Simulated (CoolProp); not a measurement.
Vapour pressure (bar) of hydrogen chloride: the reference equation beside estimates from Tc = 51.5 °C, pc = 83.14 bar, ω = 0.130. Clausius-Clapeyron is anchored at -87.95 °C with a constant enthalpy of vaporisation of 16.29 kJ/mol.

Computed with CoolProp (reference Helmholtz-energy equation of state, Thol 2018).

```
T (°C)  reference  Clausius-Clapeyron  Redlich-Kwong  Peng-Robinson
------  ---------  ------------------  -------------  -------------
-94.75     0.5626              0.5701         0.6341            [?]
-87.95     0.8534              0.8534         0.9805         0.8355
-81.15      1.253               1.241            [?]          1.231
-74.25      1.797               1.769          2.111            [?]
-67.45      2.497               2.450          2.948          2.470
-60.65      3.393                 [?]          4.012          3.366
-53.75      4.535               4.441          5.359          4.512
-46.95      5.926               5.810          6.983          5.911
-40.05      7.644                 [?]          8.968          7.644
-33.25      9.679               9.528            [?]          9.701
```

### Question
What belongs in the gaps?

### Answer

- -94.75, Peng-Robinson: 0.5486
- -81.15, Redlich-Kwong: 1.459
- -74.25, Peng-Robinson: 1.772
- -60.65, Clausius-Clapeyron: 3.323
- -40.05, Clausius-Clapeyron: 7.508
- -33.25, Redlich-Kwong: 11.29

Absolute difference from the reference over all 10 rows, mean and median: Clausius-Clapeyron 1.5 and 1.7 %, Redlich-Kwong 16.8 and 17.4 %, Peng-Robinson 1.1 and 0.9 %.
